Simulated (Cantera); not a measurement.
A freely propagating, adiabatic, planar premixed flame of H₂ : O₂ : N₂ = 1 : 0.357 : 1.79 (molar parts), equivalence ratio 1.4, unburnt at 575 K and 60000 Pa; mixture-averaged transport, grid criteria slope 0.08 and curve 0.16, no radiation.

Computed with Cantera and the H2/O2 subset of GRI-Mech 3.0, which has no nitrogen chemistry. Burning velocities carry a grid error of a few per cent, more on coarse grids.

Predict: laminar burning velocity; thermal thickness; peak x(HO₂); peak x(H); peak x(O).


```json
{
  "laminar_burning_velocity": "617 cm/s",
  "thermal_thickness": "0.929 mm",
  "peak x(HO₂)": "0.000169",
  "peak x(H)": "0.0760",
  "peak x(O)": "0.00667"
}
```
